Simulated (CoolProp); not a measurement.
Values from CoolProp's reference Helmholtz-energy equation of state, Bücker 2006.

Problem. Give the vapour pressure (bar), vapour density (kg/m³), enthalpy of vaporisation (kJ/kg), liquid cp (kJ/(kg K)) of saturated ethane at 225.9, 256.5, 274.9 K.

Solution. 
```csv
T (K),p (bar),vapour density (kg/m³),enthalpy of vaporisation (kJ/kg),liquid cp (kJ/(kg K))
225.9,6.08,11.1,425,2.70
256.5,15.6,28.5,355,3.12
274.9,24.9,48.5,296,3.70
```
